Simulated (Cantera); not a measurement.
N2O furnace oxynitridation

An isothermal, constant-pressure homogeneous reactor starts with 6.25 % N2O, 93.8 % O2, at 1325 K and 21.8 Torr.

Detailed kinetics in Cantera: GRI-Mech 3.0 (53 species, 325 reactions). GRI-Mech 3.0 was tuned for natural gas; its chemistry of N2O as a main component is partial and can be far from experiment. Radical loss at walls, strong at low pressure, is not modelled. The mechanism lacks 2 NO + O2 → 2 NO2 and HONO, so NO2 and the effect of NO are under-described below about 1400 K.

```csv
t (s),x N2O,x O2,x O,x N2,x NO,x NO2
0.000500,0.0625,0.937,2.13e-6,2.59e-6,8.06e-8,<1e-12
0.00138,0.0625,0.937,4.89e-6,8.00e-6,5.42e-7,1.94e-12
0.00382,0.0625,0.937,8.65e-6,2.62e-5,3.06e-6,3.65e-11
0.0106,0.0624,0.937,1.04e-5,8.37e-5,1.28e-5,5.02e-10
0.0292,0.0622,0.937,1.05e-5,0.000247,4.11e-5,4.68e-9
0.0809,0.0617,0.937,1.05e-5,0.000694,0.000119,3.27e-8
0.224,0.0604,0.937,1.05e-5,0.00191,0.000332,1.68e-7
0.618,0.0567,0.937,1.05e-5,0.00514,0.000894,6.04e-7
1.71,0.0478,0.937,1.05e-5,0.0131,0.00227,1.69e-6
4.73,0.0300,0.936,1.04e-5,0.0290,0.00503,3.89e-6
13.1,0.00852,0.935,9.79e-6,0.0482,0.00832,6.75e-6
36.2,0.000432,0.935,4.33e-6,0.0555,0.00944,1.40e-5
100,1.31e-6,0.935,1.58e-6,0.0559,0.00945,3.30e-5
```
x: mole fraction; the columns are a selection and need not sum to one.

Equilibrium at this temperature and pressure: N2O 8.45e-10, O2 0.939, O 1.58e-6, N2 0.0605, NO 0.000273, NO2 9.63e-7 (gas phase only).
